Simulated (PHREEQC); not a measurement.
PHREEQC input (ion-association model, wateq4f.dat):

```
SOLUTION_MASTER_SPECIES
  An  An-  0  An  62.0  # stands for a non-complexing anion
SOLUTION_SPECIES
  An- = An-
    -log_k 0
    -gamma 3.0 0
PHASES
  Fix_H+
    H+ = H+
    -log_k 0
SOLUTION 1
  temp 25
  units mmol/kgw
  pH 7 charge
  As(5) 0.05
  Na 5.1
  An 5
END
SELECTED_OUTPUT 1
  -reset false
  -pH true
  -pe true
  -ionic_strength true
  -water true
  -totals As Na As(3) As(5)
  -molalities Hfo_wOH Hfo_wOH2+ Hfo_wO- Hfo_sOH Hfo_sOH2+ Hfo_sO- Hfo_wH2AsO4 Hfo_wHAsO4- Hfo_wOHAsO4-3
USER_PUNCH 1
  -headings sigma psi
  10 PUNCH EDL("sigma", "Hfo"), EDL("psi", "Hfo")
PRINT
  -reset false
USE solution 1
SURFACE 1
  Hfo_wOH 0.000188764 600 0.084
  Hfo_sOH 4.7191e-06
EQUILIBRIUM_PHASES 1
  Fix_H+ -3 HAn 10
    -force_equality true
  O2(g) -0.68 10
END
# ... the last block is repeated for the other 12 points of pH, with NaOH or the acid as the point needs
```

Selected output (columns that matter, 13 of 13 rows; pH added in front):

```
pH	mu	As	m_Hfo_wOH	m_Hfo_wOH2+	m_Hfo_wO-	m_Hfo_sOH	m_Hfo_sOH2+	m_Hfo_sO-	m_Hfo_wH2AsO4	m_Hfo_wHAsO4-	m_Hfo_wOHAsO4-3	sigma	psi
3	0.0062271	6.3733e-10	1.0827e-05	0.00012792	2.0993e-08	3.682e-07	4.3502e-06	7.1394e-10	1.62e-05	3.3658e-05	1.4195e-07	0.18794	0.19034
3.5	0.0054783	4.7232e-10	2.2085e-05	0.00011658	9.5844e-08	7.5107e-07	3.9648e-06	3.2595e-09	8.698e-06	4.0447e-05	8.5454e-07	0.14826	0.18146
4	0.0052355	5.3737e-10	3.4747e-05	0.00010375	2.6659e-07	1.1817e-06	3.5284e-06	9.0661e-09	5.1209e-06	4.2099e-05	2.7799e-06	0.1083	0.16652
4.5	0.0051528	8.684e-10	4.5139e-05	9.3124e-05	5.0124e-07	1.5351e-06	3.167e-06	1.7046e-08	3.4377e-06	4.0903e-05	5.658e-06	0.072553	0.14644
5	0.0051226	1.8045e-09	5.2196e-05	8.5842e-05	7.2708e-07	1.7751e-06	2.9193e-06	2.4726e-08	2.6075e-06	3.8919e-05	8.4716e-06	0.045329	0.12269
5.5	0.0051104	4.4656e-09	5.6604e-05	8.1261e-05	9.0326e-07	1.9249e-06	2.7634e-06	3.0717e-08	2.1753e-06	3.7195e-05	1.0625e-05	0.026842	0.0966
6	0.005105	1.2703e-08	5.9293e-05	7.8457e-05	1.0265e-06	2.0163e-06	2.6679e-06	3.4907e-08	1.9383e-06	3.5958e-05	1.2091e-05	0.014997	0.069116
6.5	0.0051023	4.2471e-08	6.0999e-05	7.6696e-05	1.1114e-06	2.0738e-06	2.6075e-06	3.7785e-08	1.7975e-06	3.5092e-05	1.3068e-05	0.0073867	0.04085
7	0.0051007	1.8149e-07	6.2331e-05	7.5435e-05	1.1799e-06	2.117e-06	2.562e-06	4.0073e-08	1.6924e-06	3.4328e-05	1.3799e-05	0.0020171	0.012253
7.5	0.0051001	1.0136e-06	6.44e-05	7.4096e-05	1.2823e-06	2.1742e-06	2.5016e-06	4.3291e-08	1.5393e-06	3.2841e-05	1.4606e-05	-0.0026557	-0.016026
8	0.0051029	5.4012e-06	7.1342e-05	7.1185e-05	1.6379e-06	2.3353e-06	2.3302e-06	5.3616e-08	1.1108e-06	2.7328e-05	1.616e-05	-0.0076268	-0.041944
8.5	0.0051123	1.6249e-05	8.8859e-05	6.3296e-05	2.8578e-06	2.7052e-06	1.9269e-06	8.7e-08	4.4736e-07	1.5416e-05	1.7888e-05	-0.013022	-0.062864
9	0.0051228	2.7968e-05	0.00011157	4.9393e-05	5.773e-06	3.1577e-06	1.398e-06	1.634e-07	9.8803e-08	5.4782e-06	1.6455e-05	-0.019125	-0.080223
```

Complexes and solids missing from the database can't appear. The oxide is taken as insoluble; below pH 4 it would dissolve.
